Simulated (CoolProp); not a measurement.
Properties of 1-butene at several states (Tc = 146.1 °C, pc = 4.006 MPa, ω = 0.192).

Model: reference Helmholtz-energy equation of state, Lemmon 2005, in CoolProp. It is a short technical equation, of lower accuracy than the large ones.

```json
[
 {"T (°C)": "139.45", "p (MPa)": "0.535", "phase": "gas", "density (kg/m³)": "9.217", "cp (kJ/(kg K))": "2.028", "cv (kJ/(kg K))": "1.841", "isothermal compressibility (1/MPa)": "1.973", "expansivity (1/kK)": "2.865"},
 {"T (°C)": "162.45", "p (MPa)": "0.235", "phase": "gas", "density (kg/m³)": "3.708", "cp (kJ/(kg K))": "2.078", "cv (kJ/(kg K))": "1.917", "isothermal compressibility (1/MPa)": "4.335", "expansivity (1/kK)": "2.436"},
 {"T (°C)": "227.85", "p (MPa)": "11.7", "phase": "supercritical", "density (kg/m³)": "288.6", "cp (kJ/(kg K))": "3.460", "cv (kJ/(kg K))": "2.278", "isothermal compressibility (1/MPa)": "0.07137", "expansivity (1/kK)": "6.972"},
 {"T (°C)": "131.15", "p (MPa)": "3.96", "phase": "liquid", "density (kg/m³)": "410.7", "cp (kJ/(kg K))": "3.658", "cv (kJ/(kg K))": "1.972", "isothermal compressibility (1/MPa)": "0.04345", "expansivity (1/kK)": "8.627"},
 {"T (°C)": "186.75", "p (MPa)": "0.0396", "phase": "gas", "density (kg/m³)": "0.5825", "cp (kJ/(kg K))": "2.154", "cv (kJ/(kg K))": "2.005", "isothermal compressibility (1/MPa)": "25.32", "expansivity (1/kK)": "2.193"},
 {"T (°C)": "-79.15", "p (MPa)": "0.502", "phase": "liquid", "density (kg/m³)": "704.9", "cp (kJ/(kg K))": "1.951", "cv (kJ/(kg K))": "1.324", "isothermal compressibility (1/MPa)": "0.0009639", "expansivity (1/kK)": "1.482"}
]
```
